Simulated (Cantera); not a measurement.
A closed system holds: 1 mol Si₃N₄, 0.37 mol O₂, 6.7 mol N₂, at 1850 °C and 13300 Pa.

Cantera equilibrium calculation (NASA polynomials, part measured and part estimated; ideal gas, pure solids and liquids). Candidate condensed phases: Si, SiO₂, Si₂N₂O, Si₃N₄; 16 gas species. The tables' values for SiN are old estimates; treat these amounts as uncertain. Rates play no part.

Base state: N₂ 0.920, SiO 0.0783, Si 0.00128, Si₂N 0.000104, SiN 8.83e-5, Si₂ 1.75e-5 (mole fractions); condensed: Si(l).

What changes in the equilibrium state with this change: temperature from 1850 °C to 1752 °C?


| species | before | after |
|---|---|---|
| N₂ | 0.920 | 0.921 |
| SiO | 0.0783 | 0.0784 |
| Si | 0.00128 | 0.000437 |
| Si₂ | 1.75e-5 | 4.80e-6 |
| SiN | 8.83e-5 | 3.76e-5 |
| Si₂N | 0.000104 | 4.82e-5 |
| Si(l), mol | 2.24 | 2.25 |

What changes in the equilibrium state with this change: pressure from 13300 Pa to 0.650 Pa?


```json
[
 {"species": "N₂", "before": "0.920", "after": "0.744"},
 {"species": "Si", "before": "0.00128", "after": "0.193"},
 {"species": "SiO", "before": "0.0783", "after": "0.0633"},
 {"species": "Si₂N", "before": "0.000104", "after": "7.27e-7"},
 {"species": "Si₂", "before": "1.75e-5", "after": "1.95e-5"},
 {"species": "SiN", "before": "8.83e-5", "after": "8.38e-5"},
 {"species": "Si(l), mol", "before": "2.24", "after": "0"}
]
```
